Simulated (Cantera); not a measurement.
What does this Cantera script print?

```python
import numpy as np
import cantera as ct

gas = ct.Solution("gri30.yaml")
gas.TPX = 1598, 100000, {'C2H6': 1, 'H2': 2.5}
inlet = ct.Reservoir(gas, clone=True)

reactor = ct.IdealGasConstPressureReactor(gas, energy="off", clone=False)
exhaust = ct.Reservoir(gas, clone=True)
tau = [29, 8.1, 2.2, 0.62, 0.17, 0.047, 0.013, 0.0036][0]
for a, b in ((inlet, reactor), (reactor, exhaust)):
    ct.MassFlowController(a, b, mdot=lambda t: reactor.mass / tau)
net = ct.ReactorNet([reactor])
show = ['C2H6', 'H2', 'CH2', 'CH4', 'C2H', 'C2H4', 'CH3']

rows = []
print(f"{'tau/s':>10s}{'T/K':>9s}" + "".join(f"{s:>11s}" for s in show))
for tau in [29, 8.1, 2.2, 0.62, 0.17, 0.047, 0.013, 0.0036]:
    net.initial_time = 0.0
    net.advance(30 * tau)
    before = gas.X
    net.advance(40 * tau)
    drift = np.max(np.abs(gas.X - before) / (gas.X + 1e-9))
    rows.append([gas.T, *gas[show].X, drift])
    print(f"{tau:10.3e}{gas.T:9.1f}" + "".join(f"{x:11.3e}" for x in gas[show].X))
```

It prints:

```
     tau/s      T/K       C2H6         H2        CH2        CH4        C2H       C2H4        CH3
 2.900e+01   1598.0  4.215e-05  7.610e-01  5.766e-09  8.043e-02  2.986e-08  1.249e-02  1.006e-04
 8.100e+00   1598.0  4.562e-05  7.600e-01  5.957e-09  8.190e-02  3.002e-08  1.247e-02  1.033e-04
 2.200e+00   1598.0  5.820e-05  7.568e-01  6.617e-09  8.648e-02  3.058e-08  1.241e-02  1.122e-04
 6.200e-01   1598.0  9.868e-05  7.502e-01  8.543e-09  9.620e-02  3.243e-08  1.239e-02  1.354e-04
 1.700e-01   1598.0  2.214e-04  7.424e-01  1.371e-08  1.073e-01  3.814e-08  1.294e-02  1.832e-04
 4.700e-02   1598.0  5.426e-04  7.393e-01  2.621e-08  1.110e-01  5.121e-08  1.517e-02  2.615e-04
 1.300e-02   1598.0  1.353e-03  7.378e-01  5.507e-08  1.112e-01  7.224e-08  2.062e-02  3.886e-04
 3.600e-03   1598.0  3.482e-03  7.315e-01  1.186e-07  1.159e-01  9.470e-08  3.237e-02  6.056e-04
```

Cantera simulation using GRI-Mech 3.0 (53 species, 325 reactions); the numbers are that mechanism's predictions, not measurements. GRI-Mech 3.0 stops at C3 and has no aromatics, soot or wall deposition, so with more carbon than oxygen in the feed, carbon stays in small species such as C2H2 where larger ones or solid carbon would form.
